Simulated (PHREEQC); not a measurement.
Solution (30 °C): 3.8 mol/kgw CaCl2, 0.5 mol/kgw KCl and 0.00021 mol/kgw H4SiO4. Closed to the air; pH follows from the charge balance.

Equilibrium calculation in PHREEQC: Pitzer model, pitzer.dat.

```
Quantity                   Result
-------------------  ------------
pH                           4.84
ionic strength       11.9 mol/kgw
activity of water           0.637
density               1.284 g/cm³
osmotic coefficient         2.017
```

| species | molality | activity | log γ |
|---|---|---|---|
| Cl- | 8.10 | 6.31 | -0.108 |
| Ca+2 | 3.80 | 99.6 | 1.419 |
| K+ | 0.500 | 0.455 | -0.041 |
| H4SiO4 | 0.000210 | 0.00124 | 0.772 |
| H+ | 6.32e-7 | 1.43e-5 | 1.356 |
| H3SiO4- | 3.55e-7 | 1.51e-8 | -1.371 |
| OH- | 2.77e-7 | 6.52e-10 | -2.629 |

No solid was allowed to form. Saturation is exceeded, for instance for SiO2(a); the values hold only as long as no solid forms. Complexes and solids missing from the database can't appear. In brines, pH and single-ion activities rest on the MacInnes convention.
